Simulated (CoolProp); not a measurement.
Values from CoolProp's reference Helmholtz-energy equation of state, Span 1996.

Question: Give the vapour pressure (MPa), vapour Z, surface tension (mN/m) of saturated carbon dioxide at -23.55 °C.

Answer: 
```tsv
T (°C)	p (MPa)	vapour Z	surface tension (mN/m)
-23.55	1.76	0.812	9.11
```

Surface tension comes from a separate correlation (Mulero 2012).
